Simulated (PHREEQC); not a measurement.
A made-up water analysis in mg/L, 73 °C, pH 6.04, pe 10.1:

| constituent | mg/L |
|---|---|
| Na | 0.0759 |
| K | 1.41e-06 |
| Ca | 0.135 |
| Mg | 0.0189 |
| Cl | 0.106 |
| S(6) as SO4 | 0.339 |
| Alkalinity as HCO3 | 0.104 |
| Cd | 0.00197 |
| F | 6.4e-05 |

Valence states are taken as typed.

Model: ion-association model, wateq4f.dat, run in PHREEQC.

Each row changes one thing in this solution. This is a speciation only: nothing precipitates in the calculation.

| case | CO2 (mol/kgw) | HCO3- (mol/kgw) | CaSO4 (mol/kgw) | MgSO4 (mol/kgw) | HSO4- (mol/kgw) | CO3-2 (mol/kgw) | SI of Otavite (CdCO3) | SI of Gypsum (CaSO4:2H2O) |
|---|---|---|---|---|---|---|---|---|
| as made | 4.56e-6 | 2.43e-6 | 3.32e-9 | 1.77e-9 | 1.03e-9 | 2.02e-10 | -5.37 | -6.24 |
| Alkalinity from 0.104 to 0.208 mg/L | 7.76e-6 | 4.13e-6 | 3.32e-9 | 1.77e-9 | 1.03e-9 | 3.45e-10 | -5.14 | -6.24 |
| F from 6.4e-05 to 0.000192 mg/L | 4.56e-6 | 2.43e-6 | 3.32e-9 | 1.77e-9 | 1.03e-9 | 2.02e-10 | -5.37 | -6.24 |
| all concentrations times 3 at the same typed pH | 1.09e-5 | 5.84e-6 | 2.89e-8 | 1.54e-8 | [?] | 4.93e-10 | [?] | -5.30 |

Problem. Some entries are withheld; supply them.

Solution. 
- all concentrations times 3 at the same typed pH, HSO4- (mol/kgw): 3.06e-9
- all concentrations times 3 at the same typed pH, SI of Otavite (CdCO3): -4.52

Complexes and solids missing from the database can't appear. Constants without temperature data keep their 25 °C values here.
